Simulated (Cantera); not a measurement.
Charge: 1 mol Si3N4, 2.4 mol HCl, 81 mol N2, equilibrated at 1350 K and 13.3 mbar.

Method: chemical equilibrium by Gibbs-energy minimisation in Cantera with the NASA 1993 tables (ideal gas, pure condensed phases). Candidate condensed phases: NH4Cl, Si, Si3N4; 28 gas species. The tables' values for SiCl3 are old estimates; treat these amounts as uncertain. The numbers say what is thermodynamically allowed, not how fast it happens.

Base state: N2 0.972, HCl 0.0224, H2 0.00315, SiCl2 0.00119, SiCl4 0.000676, SiCl3 0.000402 (mole fractions); condensed: Si3N4(s).

### Question
What changes in the equilibrium state with this change: temperature from 1350 K to 1648 K?

### Answer
| species | before | after |
|---|---|---|
| N2 | 0.972 | 0.971 |
| HCl | 0.0224 | 0.0118 |
| H2 | 0.00315 | 0.00838 |
| SiCl2 | 0.00119 | 0.00817 |
| SiCl4 | 0.000676 | 4.40e-6 |
| H | 1.16e-6 | 7.06e-5 |
| Si3N4(s), mol | 0.937 | 0.768 |

### Question
What changes in the equilibrium state with this change: HCl from 2.4 to 3.1 mol?

### Answer
```
species          before     after
-------------  --------  --------
N2                0.972     0.964
HCl              0.0224    0.0284
H2              0.00315   0.00421
SiCl2           0.00119   0.00144
SiCl4          0.000676  0.000981
SiCl3          0.000402  0.000532
Si3N4(s), mol     0.937     0.917
```

### Question
What changes in the equilibrium state with this change: HCl from 2.4 to 4.3 mol?

### Answer
| species | before | after |
|---|---|---|
| N2 | 0.972 | 0.952 |
| HCl | 0.0224 | 0.0382 |
| H2 | 0.00315 | 0.00607 |
| SiCl2 | 0.00119 | 0.00182 |
| SiHCl3 | 5.44e-6 | 1.42e-5 |
| SiCl4 | 0.000676 | 0.00155 |
| Si3N4(s), mol | 0.937 | 0.882 |
